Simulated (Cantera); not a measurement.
Input (Python, Cantera):

```python
import numpy as np
import cantera as ct

gas = ct.Solution("gri30.yaml")


def delay(T, t_max=10):
    gas.TPX = T, 500000, {'CO': 0.46, 'H2': 0.12, 'O2': 1.17, 'N2': 6.77}
    reactor = ct.IdealGasReactor(gas, clone=False)
    net = ct.ReactorNet([reactor])
    net.rtol, net.atol = 1e-8, 1e-16
    while net.time < t_max:
        t_old, T_old = net.time, reactor.T
        net.step()
        if reactor.T > T + 400:  # ignition: a rise of 400 K
            return t_old + (T + 400 - T_old) / (reactor.T - T_old) * (net.time - t_old)
    return np.nan


taus = []
for T in [998, 1073, 1148, 1223, 1298, 1373]:
    taus.append(delay(T))
    print(f"T0 = {T:6g} K   tau = {taus[-1]:.4e} s")
```

It prints:

```
T0 =    998 K   tau = 1.5010e-02 s
T0 =   1073 K   tau = 1.8267e-03 s
T0 =   1148 K   tau = 2.4151e-04 s
T0 =   1223 K   tau = 1.0129e-04 s
T0 =   1298 K   tau = 6.5379e-05 s
T0 =   1373 K   tau = 4.9405e-05 s
```

Model: GRI-Mech 3.0 (53 species, 325 reactions), integrated in Cantera. The hydrogen kinetics of GRI-Mech 3.0 are dated; newer H2 mechanisms differ, most at raised pressure.
